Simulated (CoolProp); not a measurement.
Aqueous potassium carbonate as a coolant, 34 % by mass, freezing at -24.9 °C, 1 atm.

Computed with CoolProp (Melinder's fits for secondary coolants).

```json
[
 {"T (°C)": "-5.2", "conductivity (W/(m K))": "0.523", "viscosity (mPa s)": "6.31", "density (kg/m³)": "1356", "Prandtl number": "33.8"},
 {"T (°C)": "-2.2", "conductivity (W/(m K))": "0.528", "viscosity (mPa s)": "5.70", "density (kg/m³)": "1355", "Prandtl number": "30.3"},
 {"T (°C)": "0.8", "conductivity (W/(m K))": "0.533", "viscosity (mPa s)": "5.18", "density (kg/m³)": "1353", "Prandtl number": "27.3"},
 {"T (°C)": "3.7", "conductivity (W/(m K))": "0.538", "viscosity (mPa s)": "4.74", "density (kg/m³)": "…", "Prandtl number": "24.9"},
 {"T (°C)": "6.7", "conductivity (W/(m K))": "0.543", "viscosity (mPa s)": "4.35", "density (kg/m³)": "1351", "Prandtl number": "22.6"},
 {"T (°C)": "9.7", "conductivity (W/(m K))": "0.548", "viscosity (mPa s)": "4.00", "density (kg/m³)": "1349", "Prandtl number": "20.7"},
 {"T (°C)": "12.6", "conductivity (W/(m K))": "0.552", "viscosity (mPa s)": "3.71", "density (kg/m³)": "…", "Prandtl number": "19.1"},
 {"T (°C)": "15.6", "conductivity (W/(m K))": "0.557", "viscosity (mPa s)": "3.44", "density (kg/m³)": "1346", "Prandtl number": "17.6"},
 {"T (°C)": "18.6", "conductivity (W/(m K))": "0.562", "viscosity (mPa s)": "3.21", "density (kg/m³)": "1345", "Prandtl number": "16.2"},
 {"T (°C)": "21.5", "conductivity (W/(m K))": "0.567", "viscosity (mPa s)": "3.00", "density (kg/m³)": "…", "Prandtl number": "15.1"},
 {"T (°C)": "24.5", "conductivity (W/(m K))": "0.571", "viscosity (mPa s)": "2.81", "density (kg/m³)": "1342", "Prandtl number": "14.0"},
 {"T (°C)": "27.5", "conductivity (W/(m K))": "0.576", "viscosity (mPa s)": "2.63", "density (kg/m³)": "1340", "Prandtl number": "13.1"},
 {"T (°C)": "30.4", "conductivity (W/(m K))": "0.581", "viscosity (mPa s)": "2.48", "density (kg/m³)": "1338", "Prandtl number": "…"}
]
```

Task: What belongs in the gaps?

Result: 
- 3.7, density (kg/m³): 1352
- 12.6, density (kg/m³): 1348
- 21.5, density (kg/m³): 1343
- 30.4, Prandtl number: 12.2
